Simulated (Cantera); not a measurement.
A Cantera script and what it prints.

```python
import numpy as np
import cantera as ct

gas_names = """
    OH N NH3
""".split()
cond_names = """
    VN(s) V2O4(I) V2O4(II) V2O4(L)
""".split()


# ... load() reads the species with a 1 bar reference pressure and builds the phases ...
species = {s.name: s for s in load("nasa_gas.yaml", gas_names) + load("nasa_condensed.yaml", cond_names)}
# Each term lists the table entries of one substance; the one whose range holds T is used.
reactions = {
    '6 VN + 12 OH(g) = 2 N(g) + 4 NH3(g) + 3 V2O4':
        [(-6, ['VN(s)']), (-12, ['OH']), (2, ['N']), (4, ['NH3']), (3, ['V2O4(I)', 'V2O4(II)', 'V2O4(L)'])],
}


def pick(names, T):
    return next(species[n] for n in names if species[n].thermo.min_temp <= T <= species[n].thermo.max_temp)


results = []
for label, terms in reactions.items():
    print(label)
    print("     T/K   dH/kJ  dS/(J/K)   dG/kJ   log10 K")
    for T in [1300, 1450, 1600, 1750, 1900, 2050, 2200]:
        used = [(nu, pick(names, T)) for nu, names in terms]
        dH = sum(nu * s.thermo.h(T) for nu, s in used) / 1e6
        dS = sum(nu * s.thermo.s(T) for nu, s in used) / 1e3
        dG = dH - T * dS / 1e3
        logK = -dG * 1e6 / (ct.gas_constant * T * np.log(10))
        results.append((label, T, dH, dS, dG, logK, [s.name for _, s in used]))
        print(f"{T:8g} {dH:8.1f} {dS:8.1f} {dG:8.1f} {logK:8.2f}")
```

Output:

```
6 VN + 12 OH(g) = 2 N(g) + 4 NH3(g) + 3 V2O4
     T/K   dH/kJ  dS/(J/K)   dG/kJ   log10 K
    1300  -2627.5   -929.9  -1418.6    57.00
    1450  -2617.5   -922.6  -1279.7    46.10
    1600  -2607.1   -915.8  -1141.8    37.28
    1750  -2596.5   -909.5  -1005.0    30.00
    1900  -2240.9   -713.9   -884.5    24.32
    2050  -2215.2   -700.9   -778.5    19.83
    2200  -2190.7   -689.3   -674.2    16.01
```

Standard-state values (1 bar) from the NASA 1993 polynomials, evaluated with Cantera. VN: taken at fixed stoichiometry. Condensed species are held in their standard states even where they would react or evaporate.
